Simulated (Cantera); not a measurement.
**CO + O2 (carbon deposition, reforming and gasification)**

Feed: 1 mol CO, 0.21 mol O2, equilibrated at 0.00220 bar.

Cantera equilibrium calculation (NASA polynomials, part measured and part estimated; ideal gas, pure solids and liquids). Candidate condensed phases: C; 12 gas species. Rates play no part.

| T (K) | x CO | x CO2 | x O | x O2 | n C(graphite) |
|---|---|---|---|---|---|
| 725 | 0.425 | 0.575 | <1e-12 | <1e-12 | 0.0984 |
| 925 | 0.580 | 0.420 | <1e-12 | <1e-12 | 0 |
| 1125 | 0.580 | 0.420 | <1e-12 | <1e-12 | 0 |
| 1325 | 0.580 | 0.420 | 2.27e-11 | 1.49e-11 | 0 |
| 1525 | 0.580 | 0.420 | 1.32e-8 | 1.19e-8 | 0 |
| 1725 | 0.580 | 0.420 | 1.75e-6 | 1.99e-6 | 0 |
| 1925 | 0.580 | 0.420 | 8.34e-5 | 0.000113 | 0 |
| 2125 | 0.585 | 0.411 | 0.00186 | 0.00279 | 0 |
| 2325 | 0.622 | 0.334 | 0.0190 | 0.0242 | 0 |
| 2525 | 0.689 | 0.177 | 0.0804 | 0.0531 | 0 |
x: gas mole fraction; n: condensed amount in mol.

At 725 K the condensed part is C(graphite). From 925 K to 2525 K nothing is condensed. The main C-bearing gas is CO2 at 725 K and CO at 2525 K.
